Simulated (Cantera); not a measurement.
Charge: 1 mol Si2Cl6, 1.2 mol N2, 33 mol H2, equilibrated at 1702 °C and 0.00280 bar.

Equilibrium computed with Cantera from the NASA thermochemical tables; the gas is ideal and each condensed phase is pure. Candidate condensed phases: NH4Cl, Si, Si3N4; 28 gas species. The feed counts by its element totals alone. The tables' values for SiCl, SiCl3, SiN are old estimates; treat these amounts as uncertain. Gases not in the tables: Si2H6 and higher silanes. Equilibrium is a limit: real reactors are often held back by kinetics, nucleation or transport.

Base state: H2 0.804, HCl 0.0961, N2 0.0314, SiCl2 0.0283, H 0.0232, Si 0.0115, SiCl 0.00220, Cl 0.00207 (mole fractions); condensed: Si(l).

Q: What changes in the equilibrium state with this change: H2 from 33 to 3.5 mol?

A: 
| species | before | after |
|---|---|---|
| H2 | 0.804 | 0.309 |
| HCl | 0.0961 | 0.260 |
| SiCl2 | 0.0283 | 0.244 |
| N2 | 0.0314 | 0.153 |
| Si | 0.0115 | 0.00523 |
| H | 0.0232 | 0.0144 |
| SiCl4 | 6.87e-8 | 1.12e-5 |
| SiCl3 | 4.04e-5 | 0.00151 |
| Si3 | 2.44e-5 | 2.27e-6 |
| SiH2 | 7.40e-5 | 1.29e-5 |
| Si(l), mol | 0.359 | 0 |

Q: What changes in the equilibrium state with this change: Si2Cl6 replaced by SiHCl3?

A: 
```json
[
 {"species": "H2", "before": "0.804", "after": "0.861"},
 {"species": "HCl", "before": "0.0961", "after": "0.0586"},
 {"species": "N2", "before": "0.0314", "after": "0.0323"},
 {"species": "SiCl2", "before": "0.0283", "after": "0.00983"},
 {"species": "H", "before": "0.0232", "after": "0.0240"},
 {"species": "Si", "before": "0.0115", "after": "0.0115"},
 {"species": "SiCl3", "before": "4.04e-5", "after": "8.26e-6"},
 {"species": "Cl", "before": "0.00207", "after": "0.00122"},
 {"species": "SiCl", "before": "0.00220", "after": "0.00130"},
 {"species": "Si(l), mol", "before": "0.359", "after": "0.124"}
]
```
The tables' values for SiCl, SiN are old estimates; treat these amounts as uncertain.

Q: What changes in the equilibrium state with this change: H2 from 33 to 4.8 mol?

A: 
```
species      before     after
----------  -------  --------
H2            0.804     0.399
HCl          0.0961     0.230
SiCl2        0.0283     0.204
N2           0.0314     0.131
Si           0.0115   0.00724
H            0.0232    0.0163
SiCl3       4.04e-5  0.000986
Si3         2.44e-5   6.04e-6
Cl          0.00207   0.00702
SiH2        7.40e-5   2.30e-5
Si(l), mol    0.359         0
```
